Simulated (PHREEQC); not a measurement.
Make-up at 25 °C: 35 mmol/kgw Li2SO4 and 0.16 mmol/kgw CO2. Closed to the air; pH follows from the charge balance.

The numbers come from PHREEQC with the ion-association model, phreeqc.dat.

```tsv
quantity	before	after
pH	5.25	4.74
ionic strength (mol/kgw)	0.0980	0.0980
Li+ (mol/kgw)	0.0665	0.0665
SO4-2 (mol/kgw)	0.0315	0.0315
LiSO4- (mol/kgw)	0.00349	0.00348
HSO4- (mol/kgw)	8.20e-6	2.68e-5
```

### Question
Name the change that produced these shifts.
A) CO2 from 0.00016 to 0.0016 mol/kgw
B) temperature from 25 to 50 °C
C) diluted 10-fold with water
D) Li2SO4 from 0.035 to 0.07 mol/kgw
E) CO2 replaced by KHCO3 at the same molality

### Answer
A, CO2 from 0.00016 to 0.0016 mol/kgw

This is a speciation only: nothing precipitates in the calculation.
